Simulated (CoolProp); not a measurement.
Vapour-liquid equilibrium of CHF3 (R23) (1) + sulfur hexafluoride (2) at 3.95 °C; x and y are mole fractions of (1).

The numbers come from the multi-fluid Helmholtz-energy mixture model, Penoncello 2003 and Guder 2009; pair parameters Bell 2016 in CoolProp.

| x | bubble pressure, mixture model (MPa) | bubble pressure, Raoult's law (MPa) | y, mixture model | y, Raoult's law |
|---|---|---|---|---|
| 0.05 | 1.606 | 1.463 | 0.135 | 0.095 |
| 0.2 | 2.070 | 1.670 | ? | 0.332 |
| 0.35 | ? | 1.876 | 0.487 | 0.517 |
| 0.5 | 2.591 | 2.083 | ? | 0.665 |
| 0.65 | ? | 2.290 | 0.694 | 0.787 |
| 0.8 | 2.816 | 2.497 | 0.808 | 0.888 |
| 0.95 | 2.802 | 2.704 | 0.946 | 0.974 |

What belongs in the gaps?


- 0.2, y, mixture model: 0.360
- 0.35, bubble pressure, mixture model (MPa): 2.375
- 0.5, y, mixture model: 0.591
- 0.65, bubble pressure, mixture model (MPa): 2.740

The largest gap from Raoult's law is +26.6 % in bubble pressure, at x = 0.35. y crosses x between x = 0.8 and 0.95: the model has an azeotrope there.

Pair parameters are fitted to limited data, so mixtures are less certain than the pure fluids.
